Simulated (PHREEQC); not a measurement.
FeCl3 is added in steps, without added water, to 1 kg of water holding 24 mmol/kgw AgNO3, 0.081 mmol/kgw NaNO3 and 0.15 mmol/kgw Cu(NO3)2, at 50 °C. Oxygen alone is held at its pressure in air (log pO2 = -0.68). No CO2 enters from the air. Solids allowed: Fe(OH)3(a), Cu(OH)2, Atacamite, Cu2(OH)3NO3, Cerargyrite, Ag2O, Halite. Others were left out.

Base run: PHREEQC, ion-association model, wateq4f.dat. Each further column changes one thing. The table gives pH.

```csv
FeCl3 added (mol),base,metal-ligand complexes left out,Debye-Hückel limiting law,all activity coefficients set to 1,Davies equation for every ion
0,5.61,5.61,5.65,5.51,5.62
0.01141,2.15,2.13,2.25,2.07,2.20
0.02053,2.00,1.93,2.13,1.97,2.07
0.03194,1.90,1.78,2.03,1.92,1.98
0.04106,1.85,1.70,1.98,1.90,1.93
0.05247,1.81,1.62,1.93,1.89,1.88
0.06159,1.78,1.57,1.90,1.88,1.85
0.073,1.76,1.53,1.87,1.87,1.82
```

At this temperature some constants are extrapolated from 25 °C, and those without enthalpy data are left unchanged.
